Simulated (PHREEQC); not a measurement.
A PHREEQC speciation (ion-association model, phreeqc.dat) at 25 °C gives pH 3.02 and these molalities:

```tsv
species	mol/kgw
Mn+2	0.0364
SO4-2	0.0362
MnSO4	0.0266
HSO4-	0.00143
H+	0.00117
```

Task: What are the element totals, and what could have been dissolved in 1 kg of water to give them?

Result: This is not unique; one that fits is totals Mn(2) 0.0630, S(6) 0.0643 mol/kgw, from 1.3 mmol/kgw H2SO4 and 63 mmol/kgw MnSO4.

This is a speciation only: nothing precipitates in the calculation.
